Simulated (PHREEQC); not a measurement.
1 kg of water holding 0.34 mol/kgw NaCl, 0.015 mol/kgw NaOH and 0.022 mol/kgw Na2SO4 is evaporated at 25 °C; the solids stay in contact with the brine. CO2 from the air is kept out. Only these solids could form: Halite, Mirabilite, Thenardite.

Base run: PHREEQC, Pitzer model, pitzer.dat. Each further column changes one thing. The table gives water activity.

| H2O removed (mol) | base | temperature from 25 to 75 °C | temperature from 25 to 5 °C |
|---|---|---|---|
| 0 | 0.987 | 0.987 | 0.988 |
| 18.01 | 0.981 | 0.981 | 0.982 |
| 34.69 | 0.967 | 0.966 | 0.967 |
| 41.44 | 0.950 | 0.949 | 0.951 |
| 47.7 | 0.906 | 0.905 | 0.909 |
| 50.23 | 0.853 | 0.853 | 0.858 |
| 52.58 | 0.743 | 0.734 | 0.749 |
| 53.53 | 0.738 | 0.732 | 0.746 |
| 54.41 | 0.732 | 0.727 | 0.738 |
| 54.76 | 0.726 | 0.721 | 0.726 |
| 55.09 | 0.708 | 0.705 | 0.653 |
| 55.23 | 0.686 | 0.687 | 0.625 |

 Away from 25 °C the constants follow the database's enthalpies or fits; those with neither stay at their 25 °C values.
